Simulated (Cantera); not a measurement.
Input: 1 mol CH3OH, 0.47 mol O2, 6.7 mol N2, held at 1152 °C and 0.100 bar.

These are equilibrium values from Cantera (NASA tables, ideal gas, pure condensed phases), not measurements of a reactor. Candidate condensed phases: C, C6H6, C7H8, C8H18, H2O; 136 gas species. The numbers say what is thermodynamically allowed, not how fast it happens.

Base state: N2 0.691, H2 0.130, CO 0.0821, H2O 0.0759, CO2 0.0210 (mole fractions); condensed: gas only.

Task: What changes in the equilibrium state with this change: O2 from 0.47 to 2 mol?

Result: 
| species | before | after |
|---|---|---|
| N2 | 0.691 | 0.657 |
| H2O | 0.0759 | 0.196 |
| CO2 | 0.0210 | 0.0980 |
| H2 | 0.130 | 1.85e-6 |
| CO | 0.0821 | 2.10e-6 |
| O2 | <1e-9 | 0.0488 |
| NO | 2.06e-9 | 0.000366 |
| OH | 9.92e-8 | 6.80e-5 |

Task: What changes in the equilibrium state with this change: temperature from 1152 °C to 2702 °C?

Result: 
```
species   before    after
-------  -------  -------
N2         0.691    0.620
H        7.79e-6    0.129
CO        0.0821   0.0878
H2         0.130   0.0782
O          <1e-9   0.0186
OH       9.92e-8   0.0183
CO2       0.0210  0.00518
H2O       0.0759   0.0340
O2         <1e-9  0.00319
NO       2.06e-9  0.00506
```
